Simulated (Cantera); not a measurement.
Diamond growth

A diamond (100) surface in a fixed gas of H2 with x(CH4) = 0.025, x(H) = 0.0056, at 1350 K, 8700 Pa; coverages are run to steady state.

Computed with Cantera and the Harris–Goodwin 1993 mechanism for the reconstructed diamond (100) surface.

```
x(CH3)   growth (µm/h)  θ c6HH  θ c6H*  θ c6*H  θ c6**    θ c6HM
-------  -------------  ------  ------  ------  ------  --------
1e-06           0.0213   0.361  0.0543   0.534  0.0507   1.56e-6
2.7e-06         0.0575   0.361  0.0543   0.534  0.0507   4.21e-6
7.5e-06          0.160   0.361  0.0543   0.534  0.0507   1.17e-5
2.1e-05          0.447   0.361  0.0543   0.534  0.0507   3.28e-5
5.6e-05           1.19   0.361  0.0543   0.534  0.0506   8.73e-5
0.00015           3.18   0.361  0.0542   0.534  0.0504  0.000233
0.00042           8.82   0.360  0.0542   0.533  0.0498  0.000650
0.0012            24.5   0.360  0.0540   0.531  0.0483   0.00183
0.0031            59.6   0.358  0.0535   0.527  0.0449   0.00458
```
θ: site fractions in the mechanism's names (c6HH fully hydrogenated, c6H* and c6*H radical sites, c6** diradical, c6HM methylated).
